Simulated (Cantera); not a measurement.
Feed: 1 mol Si, 0.1 mol CO₂, 44 mol H₂, 0.0017 mol CH₄, held at 0.100 bar.

Equilibrium computed with Cantera from the NASA thermochemical tables; the gas is ideal and each condensed phase is pure. Candidate condensed phases: C, C₆H₆, C₇H₈, C₈H₁₈, H₂O, Si, SiC, SiO₂; 123 gas species. Mutual solubility and eutectic melting of coexisting phases are not modelled. The tables hold silica as quartz up to 1696 K and as liquid above; real silica turns to tridymite and cristobalite and melts near 1996 K. Equilibrium is a limit: real reactors are often held back by kinetics, nucleation or transport.

log p: log10 of the partial pressure in bar; n: condensed amount in mol.

```
T (°C)  log p H₂  log p SiO  log p CO  log p H  log p CH₄  log p H₂O  log p SiH₂  n Si(s)  n SiC(s)  n SiO₂(α-quartz)  n SiO₂(β-quartz)
------  --------  ---------  --------  -------  ---------  ---------  ----------  -------  --------  ----------------  ----------------
425        -1.00       <-13      <-13     <-13      -6.11       <-13        <-13    0.799     0.101             0.100                 0
500        -1.00       <-13      <-13   -12.54      -6.20       <-13        <-13    0.799     0.101             0.100                 0
575        -1.00     -12.54      <-13   -11.22      -6.29     -11.94        <-13    0.799     0.101                 0             0.100
650        -1.00     -10.80      <-13   -10.11      -6.36     -10.91      -12.08    0.798     0.102                 0             0.100
725        -1.00      -9.32    -12.06    -9.17      -6.43     -10.03      -11.05    0.798     0.102                 0            0.1000
800        -1.00      -8.05    -10.55    -8.35      -6.49      -9.28      -10.17    0.798     0.102                 0            0.1000
875        -1.00      -6.95     -9.24    -7.64      -6.54      -8.64       -9.40    0.798     0.102                 0            0.1000
950        -1.00      -5.99     -8.09    -7.02      -6.59      -8.07       -8.73    0.798     0.102                 0            0.0998
1025       -1.00      -5.14     -7.07    -6.47      -6.63      -7.57       -8.13    0.797     0.102                 0            0.0984
1100       -1.00      -4.39     -6.17    -5.98      -6.67      -7.13       -7.60    0.790     0.101                 0                 …
1175       -1.00      -3.71     -5.36    -5.54      -6.71      -6.73       -7.13    0.758    0.0997                 0                 …
1250       -1.00      -3.36     -4.89    -5.14      -6.74      -6.63       -6.70    0.710    0.0959                 0                 …
```

Task: Complete the blanks.

Result: 
- 1100, n SiO₂(β-quartz): 0.0908
- 1175, n SiO₂(β-quartz): 0.0562
- 1250, n SiO₂(β-quartz): 0
